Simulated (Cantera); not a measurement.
# Catalytic combustion on Pt

An isothermal plug-flow reactor at 850 K and 750 Torr (inlet), inlet velocity 3.9 m/s, active area per volume 680 1/m; feed 0.586 % CH₄, 1.95 % O₂, 96.5 % N₂, 0.953 % H₂O.

Detailed kinetics in Cantera: Deutschmann's 1995 Pt surface mechanism with GRI-Mech 3.0 gas chemistry. Catalytic surfaces can have several steady states; this one follows from the mechanism file's or the stated starting coverage. Mass transfer to the wall is taken as infinitely fast.

```json
[
 {"z (m)": "0.00026", "x CH₄": "0.00586", "x O₂": "0.0195", "x H₂O": "0.00954", "x CO₂": "4.70e-6", "x CO": "2.64e-7", "θ free Pt": "0.116", "θ O*": "0.882", "θ OH*": "0.00259"},
 {"z (m)": "0.00047", "x CH₄": "0.00585", "x O₂": "0.0195", "x H₂O": "0.00955", "x CO₂": "8.53e-6", "x CO": "4.42e-7", "θ free Pt": "0.116", "θ O*": "0.882", "θ OH*": "0.00260"},
 {"z (m)": "0.00083", "x CH₄": "0.00585", "x O₂": "0.0195", "x H₂O": "0.00956", "x CO₂": "1.52e-5", "x CO": "6.89e-7", "θ free Pt": "0.116", "θ O*": "0.882", "θ OH*": "0.00260"},
 {"z (m)": "0.0015", "x CH₄": "0.00584", "x O₂": "0.0195", "x H₂O": "0.00959", "x CO₂": "2.76e-5", "x CO": "1.00e-6", "θ free Pt": "0.116", "θ O*": "0.881", "θ OH*": "0.00260"},
 {"z (m)": "0.0026", "x CH₄": "0.00581", "x O₂": "0.0194", "x H₂O": "0.00963", "x CO₂": "4.83e-5", "x CO": "1.26e-6", "θ free Pt": "0.116", "θ O*": "0.881", "θ OH*": "0.00261"},
 {"z (m)": "0.0047", "x CH₄": "0.00577", "x O₂": "0.0194", "x H₂O": "0.00971", "x CO₂": "8.80e-5", "x CO": "1.42e-6", "θ free Pt": "0.116", "θ O*": "0.881", "θ OH*": "0.00262"},
 {"z (m)": "0.0083", "x CH₄": "0.00571", "x O₂": "0.0192", "x H₂O": "0.00984", "x CO₂": "0.000156", "x CO": "1.44e-6", "θ free Pt": "0.116", "θ O*": "0.881", "θ OH*": "0.00264"},
 {"z (m)": "0.015", "x CH₄": "0.00558", "x O₂": "0.0190", "x H₂O": "0.0101", "x CO₂": "0.000281", "x CO": "1.41e-6", "θ free Pt": "0.117", "θ O*": "0.881", "θ OH*": "0.00268"},
 {"z (m)": "0.026", "x CH₄": "0.00538", "x O₂": "0.0186", "x H₂O": "0.0105", "x CO₂": "0.000483", "x CO": "1.37e-6", "θ free Pt": "0.117", "θ O*": "0.880", "θ OH*": "0.00274"}
]
```
x: gas mole fraction; θ: surface coverage.
